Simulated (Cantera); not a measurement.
An isothermal, constant-pressure homogeneous reactor starts with 1.86 % H2, 98.1 % O2, equivalence ratio 0.0095, at 1350 K and 0.0168 atm.

Model: the H2/O2 subset of GRI-Mech 3.0, which has no nitrogen chemistry, integrated in Cantera. Radical loss at walls, strong at low pressure, is not modelled.

x: mole fraction; the columns are a selection and need not sum to one.

| t (s) | x H2 | x O2 | x H2O2 | x H | x H2O | x O | x OH |
|---|---|---|---|---|---|---|---|
| 3.00e-5 | 0.0186 | 0.981 | <1e-12 | … | 4.02e-10 | 4.09e-9 | 3.96e-9 |
| 0.000144 | 0.0186 | 0.981 | 1.68e-11 | … | 2.18e-8 | 4.75e-8 | 4.17e-8 |
| 0.000695 | 0.0186 | 0.981 | 3.51e-10 | … | 2.96e-6 | 2.68e-6 | 2.15e-6 |
| 0.00334 | 0.000288 | 0.964 | 3.88e-8 | … | 0.0165 | 0.0150 | 0.00252 |
| 0.0161 | 0.000121 | 0.966 | 2.89e-8 | … | 0.0171 | 0.0140 | 0.00204 |
| 0.0775 | 7.74e-5 | 0.972 | 2.59e-8 | … | 0.0176 | 0.00873 | 0.00163 |
| 0.373 | 1.91e-5 | 0.979 | 1.55e-8 | … | 0.0183 | 0.00209 | 0.000815 |
| 1.79 | 1.73e-6 | 0.981 | 4.13e-9 | … | 0.0187 | 0.000187 | 0.000246 |
| 8.63 | 1.47e-7 | 0.981 | 6.62e-10 | … | 0.0188 | 1.58e-5 | 7.19e-5 |
| 41.6 | 3.24e-8 | 0.981 | 2.03e-10 | … | 0.0188 | 3.49e-6 | 3.38e-5 |
| 200 | 2.99e-8 | 0.981 | 1.93e-10 | … | 0.0188 | 3.23e-6 | 3.25e-5 |

Task: What belongs in the gaps?

Result: 
- 3.00e-5, x H: 4.29e-9
- 0.000144, x H: 1.26e-8
- 0.000695, x H: 4.56e-7
- 0.00334, x H: 0.00118
- 0.0161, x H: 0.000875
- 0.0775, x H: 0.000437
- 0.373, x H: 5.18e-5
- 1.79, x H: 1.39e-6
- 8.63, x H: 3.45e-8
- 41.6, x H: 3.58e-9
- 200, x H: 3.18e-9
